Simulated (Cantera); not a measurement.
An isothermal, constant-pressure homogeneous reactor starts with H2 : O2 = 0.18 : 1 (molar parts), equivalence ratio 0.090, at 950 K and 12.8 Torr.

Computed with Cantera and the H2/O2 subset of GRI-Mech 3.0, which has no nitrogen chemistry. Radical loss at walls, strong at low pressure, is not modelled. The temperature is held fixed by assumption; the heat of reaction is taken as removed at once.

x: mole fraction; the columns are a selection and need not sum to one.

| t (s) | x H2 | x O2 | x H | x OH | x H2O | x HO2 | x H2O2 |
|---|---|---|---|---|---|---|---|
| 3.00e-6 | 0.153 | 0.847 | 1.13e-12 | <1e-12 | <1e-12 | 1.14e-12 | <1e-12 |
| 1.18e-5 | 0.153 | 0.847 | 4.32e-12 | <1e-12 | <1e-12 | 4.46e-12 | <1e-12 |
| 4.60e-5 | 0.153 | 0.847 | 1.62e-11 | 1.47e-12 | <1e-12 | 1.75e-11 | <1e-12 |
| 0.000180 | 0.153 | 0.847 | 7.18e-11 | 1.23e-11 | 3.13e-11 | 6.94e-11 | <1e-12 |
| 0.000706 | 0.153 | 0.847 | 1.28e-9 | 2.74e-10 | 1.81e-9 | 3.13e-10 | <1e-12 |
| 0.00277 | 0.152 | 0.847 | 2.53e-5 | 5.47e-6 | 4.13e-5 | 9.30e-7 | 2.33e-10 |
| 0.0108 | (withheld) | 0.826 | (withheld) | (withheld) | 0.157 | (withheld) | (withheld) |
| 0.0425 | 0.000161 | 0.835 | 2.42e-5 | 0.000215 | 0.165 | 5.32e-6 | 3.16e-7 |
| 0.166 | 1.22e-5 | 0.835 | 4.53e-7 | 5.73e-5 | 0.165 | 7.71e-7 | 1.21e-7 |
| 0.652 | 7.15e-7 | 0.835 | 1.61e-8 | 1.93e-5 | 0.165 | 1.01e-7 | 3.84e-8 |
| 2.55 | 4.84e-8 | 0.835 | 9.83e-10 | 7.65e-6 | 0.165 | 1.70e-8 | 1.19e-8 |
| 10.0 | (withheld) | 0.835 | 8.84e-11 | (withheld) | 0.165 | (withheld) | (withheld) |

Q: Some entries are withheld; supply them.

A: 
- 0.0108, x H2: 0.00315
- 0.0108, x H: 0.00575
- 0.0108, x OH: 0.00184
- 0.0108, x HO2: 1.99e-5
- 0.0108, x H2O2: 5.77e-7
- 10.0, x H2: 7.40e-9
- 10.0, x OH: 3.42e-6
- 10.0, x HO2: 3.63e-9
- 10.0, x H2O2: 3.79e-9
